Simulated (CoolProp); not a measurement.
Properties of hydrogen sulfide along the isotherm 415.6 K.

Computed with CoolProp (reference Helmholtz-energy equation of state, Lemmon 2006). It is a short technical equation, of lower accuracy than the large ones.

```csv
p (MPa),phase,density (kg/m³),cv (kJ/(kg K)),speed of sound (m/s)
2.81,gas,30.03,0.8420,348.8
5.62,gas,66.28,0.8847,333.5
8.44,gas,113.0,0.9365,318.1
11.2,supercritical,177.5,0.9977,305.7
14.1,supercritical,280.5,1.058,308.0
16.9,supercritical,390.0,1.059,350.1
19.7,supercritical,460.6,1.041,412.2
22.5,supercritical,504.9,1.030,468.3
25.3,supercritical,536.3,1.024,516.2
28.1,supercritical,560.7,1.021,557.8
30.9,supercritical,580.6,1.020,594.8
33.7,supercritical,597.5,1.019,628.2
36.6,supercritical,612.8,1.019,659.9
39.4,supercritical,625.8,1.020,688.2
42.2,supercritical,637.5,1.020,714.6
45,supercritical,648.2,1.021,739.4
```
